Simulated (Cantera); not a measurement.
Feed: 1 mol Pb, 0.045 mol CO, 3.2 mol H2, at 383 Torr.

These are equilibrium values from Cantera (NASA tables, ideal gas, pure condensed phases), not measurements of a reactor. Candidate condensed phases: C, C6H6, C7H8, C8H18, H2O, Pb, PbO, PbO2, Pb3O4; 113 gas species. Rates play no part.

Question: What share of the Pb ends up in condensed phases as a function of T (K), at 898, 948, 998, 1048, 1098, 1148, 1198, 1248, 1298, 1348, 1398, 1448, 1498?

Answer: 
```csv
T (K),Pb condensed (%),as
898,100.0,Pb(l)
948,100.0,Pb(l)
998,100.0,Pb(l)
1048,100.0,Pb(l)
1098,99.9,Pb(l)
1148,99.8,Pb(l)
1198,99.6,Pb(l)
1248,99.2,Pb(l)
1298,98.4,Pb(l)
1348,96.9,Pb(l)
1398,94.5,Pb(l)
1448,90.4,Pb(l)
1498,83.9,Pb(l)
```
